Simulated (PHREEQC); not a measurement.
1 g of hydrous ferric oxide (600 m²/g; 0.2 weak and 0.005 strong sites per Fe, Dzombak-Morel constants, diffuse double layer) in 1 kg of water with 0.001 mol/kgw of an inert sodium salt and 0.00034 mol Na2HAsO4, at 25 °C; the pH is set by adding NaOH or the inert anion's acid. Oxygen is held at 0.21 atm. The system is closed to CO2. Nothing may precipitate in this run.

The series has 13 steps of pH, from 3 to 9.

Computed with PHREEQC (ion-association model, wateq4f.dat).

Problem. At which pH does the surface charge pass through zero?

Solution. Near pH 7.5.

The oxide is taken as insoluble; below pH 4 it would dissolve.
